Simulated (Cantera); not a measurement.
Charge: 1 mol BN, 1.4 mol H2O, 7.9 mol N2, at 2025 K and 323 Torr.

Equilibrium computed with Cantera from the NASA thermochemical tables; the gas is ideal and each condensed phase is pure. Candidate condensed phases: B, BN, B2O3, B3O3H3, H2O; 39 gas species. Rates play no part.

Base state: N2 0.814, H2 0.121, B2O3 0.0274, HBO 0.0169, HBO2 0.0109, B2O2 0.00618, BO 0.00202, H 0.00102 (mole fractions); condensed: gas only.

Question: What changes in the equilibrium state with this change: pressure from 323 Torr to 75.0 Torr?

Answer: 
```
species    before     after
-------  --------  --------
N2          0.814     0.813
H2          0.121     0.120
B2O3       0.0274    0.0270
BO        0.00202   0.00402
H         0.00102   0.00211
HBO        0.0169    0.0162
HBO2       0.0109    0.0112
BO2       1.16e-5   2.48e-5
B2O2      0.00618   0.00570
H2O      0.000473  0.000504
```
